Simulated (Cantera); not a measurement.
A perfectly stirred reactor is fed with C2H6 : N2 = 1 : 180 (molar parts), at 0.0500 bar; it is held at 1973 K, and followed from long to short residence time.

Cantera simulation using GRI-Mech 3.0 (53 species, 325 reactions); the numbers are that mechanism's predictions, not measurements. GRI-Mech 3.0 stops at C3 and has no aromatics, soot or wall deposition, so with more carbon than oxygen in the feed, carbon stays in small species such as C2H2 where larger ones or solid carbon would form.

Problem. What does this change do: temperature 1973 to 1800 K?

Solution. 
| quantity | before | after |
|---|---|---|
| x(C2H6) at τ = 0.520 s | 4.26e-7 | 1.66e-6 |
| x(CH4) at τ = 0.520 s | 0.000105 | 0.000219 |
| x(H) at τ = 0.520 s | 0.000390 | 0.000241 |
| x(C2H4) at τ = 0.520 s | 3.33e-6 | 1.24e-5 |
| x(H2) at τ = 0.520 s | 0.0105 | 0.0104 |
| x(C2H6) at τ = 7.80 ms | 2.67e-5 | 9.03e-5 |
| x(CH4) at τ = 7.80 ms | 0.000547 | 0.000686 |
| x(H) at τ = 7.80 ms | 0.000560 | 0.000426 |
| x(C2H4) at τ = 7.80 ms | 0.000175 | 0.000411 |
| x(H2) at τ = 7.80 ms | 0.00884 | 0.00829 |

Problem. What does this change do: pressure from 0.0500 bar to 0.0267 bar?

Solution. 
| quantity | before | after |
|---|---|---|
| x(C2H6) at τ = 0.520 s | 4.26e-7 | 6.76e-7 |
| x(CH4) at τ = 0.520 s | 0.000105 | 0.000140 |
| x(H) at τ = 0.520 s | 0.000390 | 0.000407 |
| x(C2H4) at τ = 0.520 s | 3.33e-6 | 5.93e-6 |
| x(H2) at τ = 0.520 s | 0.0105 | 0.0104 |
| x(C2H6) at τ = 7.80 ms | 2.67e-5 | 4.17e-5 |
| x(CH4) at τ = 7.80 ms | 0.000547 | 0.000597 |
| x(H) at τ = 7.80 ms | 0.000560 | 0.000640 |
| x(C2H4) at τ = 7.80 ms | 0.000175 | 0.000266 |
| x(H2) at τ = 7.80 ms | 0.00884 | 0.00832 |
Radical loss at walls, strong at low pressure, is not modelled.

Problem. What does this change do: pressure from 0.0500 bar to 0.00200 bar?

Solution. 
```tsv
quantity	before	after
x(C2H6) at τ = 0.520 s	4.26e-7	5.35e-6
x(CH4) at τ = 0.520 s	0.000105	0.000397
x(H) at τ = 0.520 s	0.000390	0.000524
x(C2H4) at τ = 0.520 s	3.33e-6	6.05e-5
x(H2) at τ = 0.520 s	0.0105	0.00954
x(C2H6) at τ = 7.80 ms	2.67e-5	0.000312
x(CH4) at τ = 7.80 ms	0.000547	0.000480
x(H) at τ = 7.80 ms	0.000560	0.000944
x(C2H4) at τ = 7.80 ms	0.000175	0.00102
x(H2) at τ = 7.80 ms	0.00884	0.00432
```
Radical loss at walls, strong at low pressure, is not modelled.
